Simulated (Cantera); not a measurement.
Input: 1 mol FeCl3, 43 mol H2, 1.2 mol N2, at 0.610 Pa.

Cantera equilibrium calculation (NASA polynomials, part measured and part estimated; ideal gas, pure solids and liquids). Candidate condensed phases: Fe, FeCl2, FeCl3, NH4Cl; 18 gas species. The numbers say what is thermodynamically allowed, not how fast it happens.

Question: At 2023 K, list the 5 most abundant gas species with their mole fractions, and the condensed phases.

Answer: H 0.498, H2 0.420, HCl 0.0253, Cl 0.0223, N2 0.0190. Condensed: gas only.
